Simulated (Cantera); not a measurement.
Charge: 1 mol PbO, 0.66 mol O2, 9.7 mol H2, equilibrated at 900 K and 0.000320 bar.

Equilibrium computed with Cantera from the NASA thermochemical tables; the gas is ideal and each condensed phase is pure. Candidate condensed phases: H2O, Pb, PbO, PbO2, Pb3O4; 12 gas species. Equilibrium is a limit: real reactors are often held back by kinetics, nucleation or transport.

Base state: H2 0.758, H2O 0.238, Pb 0.00428 (mole fractions); condensed: Pb(l).

**Question.** What changes in the equilibrium state with this change: temperature from 900 K to 1173 K?

**Answer.** 
```csv
species,before,after
H2,0.758,0.690
H2O,0.238,0.217
Pb,0.00428,0.0935
"Pb(l), mol",0.958,0
```

**Question.** What changes in the equilibrium state with this change: temperature from 900 K to 1198 K?

**Answer.** 
```tsv
species	before	after
H2	0.758	0.690
H2O	0.238	0.217
Pb	0.00428	0.0935
Pb(l), mol	0.958	0
```

**Question.** What changes in the equilibrium state with this change: H2 from 9.7 to 0.13 mol?

**Answer.** 
```json
[
 {"species": "O2", "before": "<1e-9", "after": "0.821"},
 {"species": "H2O", "before": "0.238", "after": "0.179"},
 {"species": "PbO", "before": "<1e-9", "after": "2.33e-5"},
 {"species": "H2", "before": "0.758", "after": "<1e-9"},
 {"species": "Pb", "before": "0.00428", "after": "8.46e-9"},
 {"species": "Pb(l), mol", "before": "0.958", "after": "0"},
 {"species": "PbO(yellow), mol", "before": "0", "after": "1.000"}
]
```
